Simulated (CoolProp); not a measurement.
Vapour-liquid equilibrium of R113 (1) + n-heptane (2) at 0.0816 MPa; x and y are mole fractions of (1).

Values from CoolProp's multi-fluid Helmholtz-energy mixture model, Marx 1992 and Span 2003; pair parameters Bell 2016.

```
x     bubble temperature (K)  y at the bubble point  dew temperature at overall composition x (K)  liquid density (mol/L)
----  ----------------------  ---------------------  --------------------------------------------  ----------------------
0.05                   358.0                  0.214                                         362.9                   6.310
0.15                   347.8                  0.492                                         360.0                   6.519
0.25                   340.1                  0.653                                         356.8                   6.712
0.35                   334.2                  0.752                                         353.4                   6.897
0.45                   329.6                  0.819                                         349.5                   7.076
0.55                   325.9                  0.867                                         345.2                   7.256
0.65                   322.8                  0.904                                         340.2                   7.438
0.75                   320.2                  0.934                                         334.4                   7.625
0.85                   317.7                  0.961                                         327.3                   7.820
0.95                   315.5                  0.987                                         318.8                   8.026
```

No azeotrope shows between x = 0.05 and 0.95.

The pair parameters rest on a limited set of measurements; away from them the model extrapolates.
